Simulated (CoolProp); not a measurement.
Vapour-liquid equilibrium of R143a (1) + R134a (2) at 9.2 bar; x and y are mole fractions of (1).

Values from CoolProp's multi-fluid Helmholtz-energy mixture model, Lemmon and Jacobsen 2000 and Tillner-Roth 1994; pair parameters Lemmon 2004.

| x | bubble temperature (°C) | y at the bubble point | dew temperature at overall composition x (°C) | liquid density (mol/L) |
|---|---|---|---|---|
| 0.05 | 35.0 | 0.078 | 35.4 | 11.41 |
| 0.2 | 31.0 | 0.287 | ___ | 11.47 |
| 0.35 | ___ | 0.467 | 29.7 | 11.52 |
| 0.5 | ___ | 0.622 | ___ | 11.56 |
| 0.65 | 20.4 | ___ | 23.0 | 11.59 |
| 0.8 | 17.3 | 0.870 | 19.2 | 11.61 |
| 0.95 | 14.3 | ___ | 14.9 | 11.62 |

Q: Some entries are withheld; supply them.

A: 
- 0.2, dew temperature at overall composition x (°C): 32.7
- 0.35, bubble temperature (°C): 27.3
- 0.5, bubble temperature (°C): 23.7
- 0.5, dew temperature at overall composition x (°C): 26.5
- 0.65, y at the bubble point: 0.755
- 0.95, y at the bubble point: 0.970

No azeotrope shows between x = 0.05 and 0.95.

The pair parameters rest on a limited set of measurements; away from them the model extrapolates.
